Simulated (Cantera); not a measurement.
An isothermal, constant-pressure homogeneous reactor starts with CH4 : H2 = 3.7 : 64 (molar parts), at 1650 K and 20.0 Torr.

Computed with Cantera and GRI-Mech 3.0 (53 species, 325 reactions). GRI-Mech 3.0 stops at C3 and has no aromatics, soot or wall deposition, so with more carbon than oxygen in the feed, carbon stays in small species such as C2H2 where larger ones or solid carbon would form. Radical loss at walls, strong at low pressure, is not modelled.

x: mole fraction; the columns are a selection and need not sum to one.

| t (s) | x CH4 | x H2 | x C2H6 | x CH2 | x C2H |
|---|---|---|---|---|---|
| 4.00e-5 | 0.0547 | 0.945 | <1e-12 | <1e-12 | <1e-12 |
| 0.000153 | 0.0547 | 0.945 | 1.50e-11 | 3.41e-12 | <1e-12 |
| 0.000585 | 0.0546 | 0.945 | 8.00e-10 | 6.22e-11 | <1e-12 |
| 0.00224 | 0.0546 | 0.945 | 3.17e-8 | 9.57e-10 | <1e-12 |
| 0.00856 | 0.0545 | 0.945 | 6.61e-7 | 1.34e-8 | <1e-12 |
| 0.0327 | 0.0538 | 0.945 | 4.81e-6 | 1.19e-7 | 1.67e-10 |
| 0.125 | 0.0495 | 0.947 | ___ | ___ | ___ |
| 0.479 | 0.0370 | 0.954 | 3.56e-6 | 1.49e-7 | 1.68e-8 |
| 1.83 | 0.0178 | 0.964 | 9.21e-7 | 8.85e-8 | 3.89e-8 |
| 7.00 | 0.00545 | 0.971 | 9.64e-8 | 3.25e-8 | 5.60e-8 |

Task: What belongs in the gaps?

Result: 
- 0.125, x C2H6: 6.02e-6
- 0.125, x CH2: 1.80e-7
- 0.125, x C2H: 4.13e-9
